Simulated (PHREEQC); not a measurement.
Consider water at 45 °C with 0.24 mol NaHSO4 per kg of water. Closed to the air; pH follows from the charge balance.

All values are PHREEQC results (ion-association model, phreeqc.dat), not measurements.

Problem. The ionic strength comes out as 0.357 mol/kgw. What activity coefficients do SO4-2, HSO4-, Na+, H+, NaSO4- get?

Solution. SO4-2 0.22, HSO4- 0.72, Na+ 0.71, H+ 0.77, NaSO4- 0.70.

Precipitation was switched off in this run. Constants without temperature data keep their 25 °C values here.
